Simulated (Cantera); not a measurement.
## Premixed flame

A freely propagating, adiabatic, planar premixed flame of 5.42 % CH4, 0.401 % C2H6, 15.5 % O2, 59.1 % N2, 19.5 % H2O, unburnt at 500 K and 1.01 bar; mixture-averaged transport, grid criteria slope 0.08 and curve 0.16, no radiation.

Computed with Cantera and GRI-Mech 3.0 (53 species, 325 reactions). Burning velocities carry a grid error of a few per cent, more on coarse grids.

```csv
z (mm),T (K),u (m/s),x CH4,x C2H6,x O2,x HCO,x NO,x H2
-2.65,501,0.266,0.0541,0.00401,0.155,<1e-8,<1e-8,0.000660
-1.77,507,0.269,0.0538,0.00400,0.154,<1e-8,<1e-8,0.00145
-1.33,525,0.279,0.0527,0.00398,0.153,<1e-8,<1e-8,0.00228
-0.884,611,0.326,0.0484,0.00380,0.146,<1e-8,1.87e-8,0.00364
-0.442,933,0.502,0.0326,0.00262,0.118,3.58e-8,2.73e-7,0.00551
-0.221,1227,0.662,0.0175,0.00121,0.0892,1.17e-6,7.22e-7,0.00644
0,1518,0.818,0.00319,6.31e-5,0.0566,5.93e-6,1.32e-6,0.00619
0.221,1641,0.880,8.63e-5,3.56e-8,0.0415,6.74e-7,1.92e-6,0.00424
0.442,1692,0.905,1.34e-6,<1e-8,0.0374,1.41e-8,2.26e-6,0.00321
0.884,1743,0.929,<1e-8,<1e-8,0.0346,<1e-8,2.57e-6,0.00198
1.77,1776,0.945,<1e-8,<1e-8,0.0332,<1e-8,2.80e-6,0.000853
3.54,1791,0.953,<1e-8,<1e-8,0.0327,<1e-8,2.95e-6,0.000285
7.07,1796,0.955,<1e-8,<1e-8,0.0327,<1e-8,3.04e-6,0.000119
```
x: mole fraction of selected species; z is measured from the peak of heat release.

```
Property                      Value
------------------------  ---------
laminar burning velocity  26.5 cm/s
thermal thickness          0.884 mm
peak x(HCO)                 5.93e-6
peak x(H2)                  0.00664
grid points                     135
```
